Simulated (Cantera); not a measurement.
Input (Python, Cantera):

```python
import numpy as np
import cantera as ct

gas = ct.Solution("gri30.yaml")
gas.TPX = 1050, 500000, {'CO': 1, 'H2': 0.18, 'O2': 0.983, 'N2': 3.7}
reactor = ct.IdealGasConstPressureReactor(gas, energy="on", clone=False)
net = ct.ReactorNet([reactor])
net.rtol, net.atol = 1e-08, 1e-16
show = ['CO', 'H2', 'O2', 'CO2', 'NO', 'N2O', 'OH']
times = np.geomspace(3e-06, 0.2, 12)

steps = ct.SolutionArray(gas, extra=["t"])
rows = []
print(f"{'t/s':>10s}{'T/K':>9s}{'P/Pa':>11s}" + "".join(f"{s:>11s}" for s in show))
for t in times:
    while net.time < t:
        t_next = net.step()
        steps.append(gas.state, t=t_next)
    rows.append([np.interp(t, steps.t, y) for y in (steps.T, steps.P, *steps(*show).X.T)])
    print(f"{t:10.3e}{rows[-1][0]:9.1f}{rows[-1][1]:11.4g}" + "".join(f"{x:11.3e}" for x in rows[-1][2:]))
rate = np.gradient(steps.T, steps.t)
print("integrator steps:", len(steps.t))
if steps.T.max() > steps.T[0] + 200:
    print(f"time of steepest temperature rise: {steps.t[rate.argmax()]:.4e} s")
gas.TPX = 1050, 500000, {'CO': 1, 'H2': 0.18, 'O2': 0.983, 'N2': 3.7}
gas.equilibrate("HP")
print(f"equilibrium (HP): T = {gas.T:.1f} K  " + "  ".join(f"{s} {gas[s].X[0]:.3e}" for s in show))
```

Output:

```
       t/s      T/K       P/Pa         CO         H2         O2        CO2         NO        N2O         OH
 3.000e-06   1050.0      5e+05  1.706e-01  3.070e-02  1.677e-01  1.922e-09  5.233e-21  3.966e-15  1.297e-10
 8.235e-06   1050.0      5e+05  1.706e-01  3.070e-02  1.677e-01  7.503e-09  5.536e-20  2.136e-14  2.635e-10
 2.260e-05   1050.0      5e+05  1.706e-01  3.070e-02  1.677e-01  3.324e-08  4.144e-19  9.248e-14  4.833e-10
 6.205e-05   1050.0      5e+05  1.706e-01  3.070e-02  1.677e-01  1.974e-07  3.603e-18  4.092e-13  1.301e-09
 1.703e-04   1050.0      5e+05  1.706e-01  3.070e-02  1.677e-01  2.393e-06  1.543e-16  3.471e-12  8.776e-09
 4.675e-04   1052.2      5e+05  1.704e-01  3.057e-02  1.675e-01  1.702e-04  3.141e-13  2.094e-10  3.753e-07
 1.283e-03   2461.9      5e+05  1.258e-02  3.529e-04  7.805e-02  1.754e-01  3.556e-04  1.563e-06  4.436e-03
 3.523e-03   2480.3      5e+05  9.705e-03  2.793e-04  7.551e-02  1.786e-01  3.455e-03  1.351e-06  3.964e-03
 9.670e-03   2472.2      5e+05  9.460e-03  2.736e-04  7.297e-02  1.789e-01  8.456e-03  1.359e-06  3.835e-03
 2.654e-02   2467.1      5e+05  9.308e-03  2.700e-04  7.138e-02  1.791e-01  1.159e-02  1.376e-06  3.754e-03
 7.286e-02   2466.6      5e+05  9.295e-03  2.697e-04  7.124e-02  1.791e-01  1.186e-02  1.378e-06  3.747e-03
 2.000e-01   2466.6      5e+05  9.295e-03  2.697e-04  7.124e-02  1.791e-01  1.186e-02  1.378e-06  3.747e-03
integrator steps: 1648
time of steepest temperature rise: 1.1008e-03 s
equilibrium (HP): T = 2466.6 K  CO 9.295e-03  H2 2.697e-04  O2 7.124e-02  CO2 1.791e-01  NO 1.186e-02  N2O 1.378e-06  OH 3.747e-03
```

Computed with Cantera and GRI-Mech 3.0 (53 species, 325 reactions). The hydrogen kinetics of GRI-Mech 3.0 are dated; newer H2 mechanisms differ, most at raised pressure.
